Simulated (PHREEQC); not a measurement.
Solution (20 °C): 0.0022 mol/kgw HF, 0.038 mol/kgw H2SiF6, 0.19 mol/kgw HBF4 and 0.074 mol/kgw HCl. Closed to the air; pH follows from the charge balance.

Model: ion-association model, wateq4f.dat, run in PHREEQC.

```csv
quantity,before,after
pH,0.58,0.93
ionic strength (mol/kgw),0.374,0.185
HF (mol/kgw),0.0176,0.00817
H2F2 (mol/kgw),0.00105,0.000217
F- (mol/kgw),8.13e-5,7.33e-5
H4SiO4 (mol/kgw),3.06e-5,0.00108
SI of Quartz (SiO2),-0.41,+1.11
```

**Question.** What was changed between the two runs?
(A) temperature from 20 to 10 °C
(B) diluted 5-fold with water
(C) 0.2 mol/kgw Zn(NO3)2 added
(D) HBF4 left out
(E) H2SiF6 from 0.038 to 0.019 mol/kgw

**Answer.** D, HBF4 left out

No solid was allowed to form. Some of these states are supersaturated (in Quartz (slow to form), Chalcedony (slow to form), for instance). SiF6-2 is the database's only silicon fluoride. Real BF4- forms and hydrolyses slowly; the run takes it at equilibrium.
